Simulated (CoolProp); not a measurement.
Values from CoolProp's reference Helmholtz-energy equation of state, Thol 2015.

Task: For octamethylcyclotetrasiloxane (D4), give the phase and the density (kg/m³), fugacity coefficient at 620 K and 5.05 bar; 620 K and 18.5 bar; 620 K and 20.2 bar.

Result: 
- 620 K and 5.05 bar: gas; density 32.8, fugacity coefficient 0.896
- 620 K and 18.5 bar: supercritical; density 235, fugacity coefficient 0.635
- 620 K and 20.2 bar: supercritical; density 295, fugacity coefficient 0.603
